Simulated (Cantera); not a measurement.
Source: NASA polynomial tables (part measured, part estimated), evaluated in Cantera. Values are per mole of reaction as written; species without (g) are pure solids or liquids, kept so even where they would boil at 1 bar.

Question: Between 1898 and 2398 K, where is each reaction favourable under standard conditions?
- H2(g) + 2 Nb2O5 = 4 NbO2(g) + 2 OH(g)

Answer: 
- H2(g) + 2 Nb2O5 = 4 NbO2(g) + 2 OH(g): ΔG° is 1247 kJ at 1898 K and 876 kJ at 2398 K; it stays positive (K < 1). ΔH° is 2598 kJ and ΔS° 718 J/K at 2398 K.
